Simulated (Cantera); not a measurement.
Feed: 1 mol Fe, 0.013 mol SO2, 270 mol H2, held at 2200000 Pa.

Cantera equilibrium calculation (NASA polynomials, part measured and part estimated; ideal gas, pure solids and liquids). Candidate condensed phases: Fe, FeO, Fe(OH)2, Fe(OH)3, FeS, FeSO4, FeS2, Fe2O3, Fe2(SO4)3, Fe3O4, H2O, H2SO4, S; 22 gas species. Rates play no part.

### Question
Which condensed phases are stable at each of these points (T (K)): 1473, 1523, 1573, 1623, 1673, 1723, 1773, 1823, 1873, 1923, 1973?

### Answer
| T (K) | condensed phases | Fe condensed (%) |
|---|---|---|
| 1473 | Fe(γ) | 100.0 |
| 1523 | Fe(γ) | 100.0 |
| 1573 | Fe(γ) | 100.0 |
| 1623 | Fe(γ) | 100.0 |
| 1673 | Fe(δ) | 100.0 |
| 1723 | Fe(δ) | 100.0 |
| 1773 | Fe(δ) | 100.0 |
| 1823 | Fe(l) | 100.0 |
| 1873 | Fe(l) | 99.9 |
| 1923 | Fe(l) | 99.8 |
| 1973 | Fe(l) | 99.7 |

From 1473 K to 1623 K the condensed part is Fe(γ). From 1673 K to 1773 K the condensed part is Fe(δ). From 1823 K to 1973 K the condensed part is Fe(l).
